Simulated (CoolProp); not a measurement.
Vapour-liquid equilibrium of carbon dioxide (1) + R142b (2) at 240.7 K; x and y are mole fractions of (1).

Computed with CoolProp (multi-fluid Helmholtz-energy mixture model, Span 1996 and Lemmon 2006; pair parameters Bell 2016).

Task: Give the bubble pressure and the first vapour's composition at x = 0.25, 0.45, 0.55. Is there an azeotrope?

Result: x = 0.25: 3.382 bar, y = 0.915; x = 0.45: 6.080 bar, y = 0.962; x = 0.55: 7.364 bar, y = 0.973. No azeotrope shows between x = 0.05 and 0.95.

Pair parameters are fitted to limited data, so mixtures are less certain than the pure fluids.
